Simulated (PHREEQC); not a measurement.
0.049 g of hydrous ferric oxide (600 m²/g; 0.2 weak and 0.005 strong sites per Fe, Dzombak-Morel constants, diffuse double layer) in 1 kg of water with 0.3 mol/kgw of an inert sodium salt and 0.00049 mmol/kgw MgCl2, 0.0047 mmol/kgw SrCl2 and 0.051 mmol/kgw BaCl2, at 25 °C; the pH is set by adding NaOH or the inert anion's acid. Oxygen is held at 0.21 atm. The system is closed to CO2. Precipitation was switched off in this run.

Equilibrium calculation in PHREEQC: ion-association model, wateq4f.dat.

```json
[
 {"pH": "4", "Mg sorbed (%)": "0.0", "Sr sorbed (%)": "0.0", "Ba sorbed (%)": "0.0", "surface charge σ (C/m²)": "0.349"},
 {"pH": "5", "Mg sorbed (%)": "0.0", "Sr sorbed (%)": "0.0", "Ba sorbed (%)": "0.0", "surface charge σ (C/m²)": "0.269"},
 {"pH": "6", "Mg sorbed (%)": "0.0", "Sr sorbed (%)": "0.0", "Ba sorbed (%)": "0.0", "surface charge σ (C/m²)": "0.154"},
 {"pH": "6.5", "Mg sorbed (%)": "0.0", "Sr sorbed (%)": "0.0", "Ba sorbed (%)": "0.1", "surface charge σ (C/m²)": "0.106"},
 {"pH": "7.5", "Mg sorbed (%)": "0.7", "Sr sorbed (%)": "0.6", "Ba sorbed (%)": "1.4", "surface charge σ (C/m²)": "0.035"},
 {"pH": "8.5", "Mg sorbed (%)": "25.6", "Sr sorbed (%)": "2.2", "Ba sorbed (%)": "4.7", "surface charge σ (C/m²)": "-0.016"},
 {"pH": "9.5", "Mg sorbed (%)": "93.0", "Sr sorbed (%)": "13.1", "Ba sorbed (%)": "7.7", "surface charge σ (C/m²)": "-0.077"},
 {"pH": "10", "Mg sorbed (%)": "98.3", "Sr sorbed (%)": "36.8", "Ba sorbed (%)": "15.3", "surface charge σ (C/m²)": "-0.109"},
 {"pH": "11", "Mg sorbed (%)": "99.6", "Sr sorbed (%)": "74.2", "Ba sorbed (%)": "40.2", "surface charge σ (C/m²)": "-0.151"},
 {"pH": "12", "Mg sorbed (%)": "99.4", "Sr sorbed (%)": "84.2", "Ba sorbed (%)": "48.5", "surface charge σ (C/m²)": "-0.167"}
]
```
